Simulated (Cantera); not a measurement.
Cantera run, input and output.

```python
import numpy as np
import cantera as ct

surf = ct.Interface("ptcombust.yaml", "Pt_surf")
gas = surf.adjacent["gas"]
gas.TPX = 300, 3400, {'CH4': 0.022, 'O2': 0.18, 'N2': 0.79}
jet = ct.ImpingingJet(gas=gas, width=0.035, surface=surf)
jet.inlet.mdot, jet.inlet.T, jet.inlet.X = 0.021, 300, {'CH4': 0.022, 'O2': 0.18, 'N2': 0.79}
jet.set_refine_criteria(ratio=10, slope=0.2, curve=0.3)
show, cover = ['CH4', 'O2', 'H2O', 'OH', 'CO', 'CO2'], ["PT(S)", "H(S)", "O(S)", "OH(S)", "CO(S)", "C(S)"]

rows = []
print(f"{'Ts/K':>7s}" + "".join(f"{s:>11s}" for s in show + cover) + "   (gas at the wall, coverages)")
for i, Ts in enumerate([950, 1000, 1050, 1100, 1150, 1200, 1250]):
    jet.surface.T = Ts
    if i == 0:
        surf.TP = Ts, 3400
        surf.coverages = "PT(S):0.5, O(S):0.5"
        surf.advance_coverages(1.0)
        jet.set_initial_guess(products="inlet")
    jet.solve(loglevel=0, auto=(i == 0))
    rows.append([*(jet.X[gas.species_index(s), -1] for s in show), *surf[cover].coverages])
    print(f"{Ts:7g}" + "".join(f"{x:11.3e}" for x in rows[-1]))
```

It prints:

```
   Ts/K        CH4         O2        H2O         OH         CO        CO2      PT(S)       H(S)       O(S)      OH(S)      CO(S)       C(S)   (gas at the wall, coverages)
    950  1.370e-02  1.634e-01  1.581e-02  1.058e-07  7.706e-06  1.032e-02  2.968e-01  9.741e-08  7.026e-01  5.773e-04  3.161e-06  1.513e-08
   1000  1.118e-02  1.580e-01  2.045e-02  2.980e-07  8.531e-06  1.337e-02  3.684e-01  2.095e-07  6.310e-01  5.765e-04  2.367e-06  1.480e-08
   1050  9.140e-03  1.537e-01  2.418e-02  7.390e-07  9.324e-06  1.584e-02  4.392e-01  3.983e-07  5.603e-01  5.456e-04  1.746e-06  1.390e-08
   1100  7.571e-03  1.504e-01  2.702e-02  1.644e-06  1.023e-05  1.771e-02  5.074e-01  6.912e-07  4.921e-01  4.986e-04  1.299e-06  1.288e-08
   1150  6.387e-03  1.480e-01  2.912e-02  3.345e-06  1.137e-05  1.911e-02  5.722e-01  1.122e-06  4.273e-01  4.452e-04  9.878e-07  1.197e-08
   1200  5.498e-03  1.462e-01  3.066e-02  6.313e-06  1.286e-05  2.011e-02  6.326e-01  1.729e-06  3.670e-01  3.912e-04  7.728e-07  1.125e-08
   1250  4.850e-03  1.449e-01  3.168e-02  1.116e-05  1.492e-05  2.084e-02  6.879e-01  2.553e-06  3.118e-01  3.392e-04  6.262e-07  1.079e-08
```

Cantera simulation using Deutschmann's 1995 Pt surface mechanism with GRI-Mech 3.0 gas chemistry; the numbers are that mechanism's predictions, not measurements. Catalytic surfaces can have several steady states; this one follows from the mechanism file's or the stated starting coverage.
